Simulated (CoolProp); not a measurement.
Vapour-liquid equilibrium of R22 (1) + R152A (2) at -19.85 °C; x and y are mole fractions of (1).

The numbers come from the multi-fluid Helmholtz-energy mixture model, Kamei 1995 and Outcalt 1996; pair parameters Bell 2016 in CoolProp.

| x | bubble pressure, mixture model (MPa) | bubble pressure, Raoult's law (MPa) | y, mixture model | y, Raoult's law |
|---|---|---|---|---|
| 0.05 | 0.1261 | 0.1277 | 0.083 | 0.097 |
| 0.125 | 0.1333 | 0.1371 | ? | 0.225 |
| 0.2 | 0.1407 | 0.1465 | 0.306 | 0.337 |
| 0.275 | 0.1486 | 0.1559 | 0.405 | 0.435 |
| 0.35 | 0.1569 | 0.1653 | 0.496 | 0.522 |
| 0.425 | ? | 0.1747 | 0.580 | 0.600 |
| 0.5 | 0.1748 | 0.1841 | 0.656 | 0.670 |
| 0.575 | 0.1845 | 0.1935 | 0.726 | 0.733 |
| 0.65 | 0.1947 | 0.2029 | 0.789 | 0.790 |
| 0.725 | 0.2053 | 0.2123 | 0.845 | 0.843 |
| 0.8 | 0.2163 | 0.2217 | 0.896 | 0.890 |
| 0.875 | ? | 0.2311 | 0.940 | 0.934 |
| 0.95 | 0.2391 | 0.2405 | 0.978 | 0.975 |

Question: What belongs in the gaps?

Answer: 
- 0.125, y, mixture model: 0.199
- 0.425, bubble pressure, mixture model (MPa): 0.1656
- 0.875, bubble pressure, mixture model (MPa): 0.2276

The largest gap from Raoult's law is -5.2 % in bubble pressure, at x = 0.425. No azeotrope shows between x = 0.05 and 0.95.

Pair parameters are fitted to limited data, so mixtures are less certain than the pure fluids.
